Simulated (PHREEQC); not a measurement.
Phosphoric acid bath (model solution)

Consider water at 40 °C with 58 mmol/kgw KH2PO4 and 0.85 mmol/kgw H2SO4. Closed to the air; pH follows from the charge balance.

All values are PHREEQC results (ion-association model, phreeqc.dat), not measurements.

Precipitation was switched off in this run.

Estimate the pH.

pH 3.72.

In which forms is S present?

SO4-2 81 %, KSO4- 18 %, HSO4- 1.1 % of the S.

Away from 25 °C the constants follow the database's enthalpies or fits; those with neither stay at their 25 °C values.
